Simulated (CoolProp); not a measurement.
Sulfur hexafluoride at 288.14 K and 2.74 MPa is throttled through a valve to 1.36 MPa with no heat exchange. Each further row changes one setting.

Values from CoolProp's reference Helmholtz-energy equation of state, Guder 2009.

```csv
case,temperature change (K),final phase,final density (kg/m³)
as stated,-12.0,"two-phase, vapour fraction 0.152",533
outlet pressure 0.408 MPa,-50.2,___,___
outlet pressure 1.77 MPa,___,"two-phase, vapour fraction 0.021",___
```

**Question.** What belongs in the gaps?

**Answer.** 
- outlet pressure 0.408 MPa, final phase: two-phase, vapour fraction 0.471
- outlet pressure 0.408 MPa, final density (kg/m³): 69.9
- outlet pressure 1.77 MPa, temperature change (K): -1.9
- outlet pressure 1.77 MPa, final density (kg/m³): 1240
